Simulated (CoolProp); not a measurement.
Saturation properties of ethylene (Tc = 282.4 K, pc = 50.42 bar, ω = 0.087).

Computed with CoolProp (reference Helmholtz-energy equation of state, Smukala 2000).

```
T (K)     p (bar)  vapour density (kg/m³)  enthalpy of vaporisation (kJ/kg)
-----  ----------  ----------------------  --------------------------------
140.6      0.1251                  0.3023                             521.4
146    (withheld)                  0.4645                             514.4
151.4      0.3048                  0.6888                             507.3
156.9      0.4549                  0.9968                             499.9
162.3      0.6543              (withheld)                             492.5
167.7      0.9168                   1.904                             484.8
173.1       1.255                   2.545                        (withheld)
178.6       1.691                   3.355                             468.6
184         2.223                   4.327                             460.1
189.4       2.874                   5.500                             451.2
194.9  (withheld)                   6.930                             441.7
```

### Question
Complete the blanks.

### Answer

- 146, p (bar): 0.1989
- 162.3, vapour density (kg/m³): 1.394
- 173.1, enthalpy of vaporisation (kJ/kg): 476.9
- 194.9, p (bar): 3.674

It boils at 169.4 K under 1 atm.
